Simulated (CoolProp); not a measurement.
n-decane at 463.76 K and 0.488 MPa flows at 3.8 m/s in a round tube of 2 mm bore and 0.25 µm roughness, fully developed (64/Re and Nu = 3.66 if laminar; Colebrook and Gnielinski if turbulent). Each further row changes one setting.

Model: reference Helmholtz-energy equation of state, Lemmon 2006, in CoolProp. It is a short technical equation, of lower accuracy than the large ones.

```json
[
 {"case": "as stated", "Reynolds number": "24700", "Darcy friction factor": "0.0249", "pressure drop (Pa/m)": "53000", "heat-transfer coefficient (W/(m² K))": "7570", "mass flow (kg/h)": "?"},
 {"case": "velocity 7.6 m/s", "Reynolds number": "49400", "Darcy friction factor": "0.0214", "pressure drop (Pa/m)": "182000", "heat-transfer coefficient (W/(m² K))": "?", "mass flow (kg/h)": "50.7"},
 {"case": "diameter 4 mm", "Reynolds number": "49400", "Darcy friction factor": "0.0212", "pressure drop (Pa/m)": "?", "heat-transfer coefficient (W/(m² K))": "?", "mass flow (kg/h)": "?"}
]
```

Q: Some entries are withheld; supply them.

A: 
- as stated, mass flow (kg/h): 25.3
- velocity 7.6 m/s, heat-transfer coefficient (W/(m² K)): 13900
- diameter 4 mm, pressure drop (Pa/m): 22500
- diameter 4 mm, heat-transfer coefficient (W/(m² K)): 6900
- diameter 4 mm, mass flow (kg/h): 101

Viscosity comes from a separate model (Huber 2004). Thermal conductivity comes from a separate model (Huber 2005).
